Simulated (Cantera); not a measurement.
An isothermal, constant-pressure homogeneous reactor starts with N₂O : H₂O = 1 : 0.0062 (molar parts), at 1173 K and 100000 Pa.

Computed with Cantera and GRI-Mech 3.0 (53 species, 325 reactions). GRI-Mech 3.0 was tuned for natural gas; its chemistry of N2O as a main component is partial and can be far from experiment. The mechanism lacks the step 2 NO + O2 → 2 NO2, which can matter for NO2 below about 1400 K. The temperature is held fixed by assumption; the heat of reaction is taken as removed at once.

### Question
Predict: x(N₂O) at 3.00 s; x(H₂O) at 3.00 s; x(OH) at 3.00 s; x(NO₂) at 3.00 s; x(O) at 3.00 s.

### Answer
```json
{
 "x(N₂O) at 3.00 s": "0.300 (gas-phase equilibrium 1.20e-8)",
 "x(H₂O) at 3.00 s": "0.00473 (gas-phase equilibrium 0.00412)",
 "x(OH) at 3.00 s": "4.21e-6 (gas-phase equilibrium 4.69e-7)",
 "x(NO₂) at 3.00 s": "0.000537 (gas-phase equilibrium 4.44e-6)",
 "x(O) at 3.00 s": "5.96e-7 (gas-phase equilibrium 8.10e-9)"
}
```
